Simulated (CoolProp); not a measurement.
A Linde-Hampson liquefier for methane: isothermal reversible compression at 200 K from 1 atm to 5 MPa, throttling to 1 atm, return gas leaving the recuperator 10 K below the feed. Each further row changes one setting.

The numbers come from the reference Helmholtz-energy equation of state, Setzmann 1991 in CoolProp.

```json
[
 {"case": "as stated", "liquid yield per pass": "0.197", "compression work (kJ/kg of gas)": "367"},
 {"case": "high pressure 10 MPa", "liquid yield per pass": "0.470", "compression work (kJ/kg of gas)": "393"},
 {"case": "warm-end temperature 230 K", "liquid yield per pass": "0.093", "compression work (kJ/kg of gas)": "439"},
 {"case": "warm-end gap 15 K", "liquid yield per pass": "0.184", "compression work (kJ/kg of gas)": "367"}
]
```
